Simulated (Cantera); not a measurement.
# Stirred combustor or abatement burner

A perfectly stirred reactor is fed with CH4 : H2 : O2 : N2 = 1 : 0.055 : 2.09 : 7.86 (molar parts), equivalence ratio 0.97, at 0.326 atm; it is adiabatic with a 575 K inlet, and is followed from long to short residence time, starting on the burning branch (τ in s: 0.17, 0.086, 0.042, 0.021, 0.01, 0.0052, 0.0026, 0.0013, 0.00063, 0.00031, 0.00015, 7.7e-05, 3.8e-05).

Computed with Cantera and GRI-Mech 3.0 (53 species, 325 reactions).

| τ (s) | T (K) | x CH4 | x H2 | x O2 | x C2H6 | x CH2O | x CH2CO |
|---|---|---|---|---|---|---|---|
| 0.17 | 2288 | 2.52e-6 | 0.00660 | 0.0138 | <1e-12 | 4.44e-7 | 3.01e-10 |
| 0.086 | 2272 | 4.52e-6 | 0.00717 | 0.0147 | <1e-12 | 7.86e-7 | 5.72e-10 |
| 0.042 | 2245 | 8.03e-6 | 0.00815 | 0.0162 | 2.85e-12 | 1.36e-6 | 1.08e-9 |
| 0.021 | 2206 | 1.36e-5 | 0.00951 | 0.0180 | 8.01e-12 | 2.21e-6 | 1.94e-9 |
| 0.010 | 2153 | 2.38e-5 | 0.0113 | 0.0202 | 2.39e-11 | 3.66e-6 | 3.57e-9 |
| 0.0052 | 2099 | 3.99e-5 | 0.0130 | 0.0222 | 6.48e-11 | 5.75e-6 | 6.36e-9 |
| 0.0026 | 2040 | 7.11e-5 | 0.0148 | 0.0244 | 2.01e-10 | 9.58e-6 | 1.29e-8 |
| 0.0013 | 1981 | 0.000132 | 0.0163 | 0.0266 | 6.87e-10 | 1.67e-5 | 2.98e-8 |
| 0.00063 | 1924 | 0.000268 | 0.0176 | 0.0293 | 2.87e-9 | 3.15e-5 | 8.58e-8 |
| 0.00031 | 1871 | 0.000577 | 0.0186 | 0.0330 | 1.46e-8 | 6.37e-5 | 3.06e-7 |
| 0.00015 | 1807 | 0.00153 | 0.0200 | 0.0407 | 1.37e-7 | 0.000153 | 1.74e-6 |
| 7.7e-5 | 575 | 0.0909 | 0.00500 | 0.190 | <1e-12 | <1e-12 | <1e-12 |
| 3.8e-5 | 575 | 0.0909 | 0.00500 | 0.190 | <1e-12 | <1e-12 | <1e-12 |
x: mole fraction; the columns are a selection and need not sum to one.
